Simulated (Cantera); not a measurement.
## S + H2O + H2 (abatement and gas-phase synthesis)

A closed system holds: 1 mol S, 0.049 mol H2O, 0.18 mol H2, equilibrated at 477 °C and 13.3 mbar.

Equilibrium computed with Cantera from the NASA thermochemical tables; the gas is ideal and each condensed phase is pure. Candidate condensed phases: H2O, H2SO4, S; 19 gas species. Gases not in the tables: S3 to S7. Equilibrium is a limit: real reactors are often held back by kinetics, nucleation or transport.

```json
{
 "x(S2)": "0.628",
 "x(H2S)": "0.293",
 "x(H2O)": "0.0698",
 "x(S8)": "0.00426",
 "x(SO2)": "0.00353",
 "x(S2O)": "0.000972",
 "x(H2)": "0.000657",
 "gas_amount": "0.6297 mol",
 "log10 activity of S(l) (absent)": "-0.48",
 "log10 activity of H2SO4(l) (absent)": "-19.34"
}
```
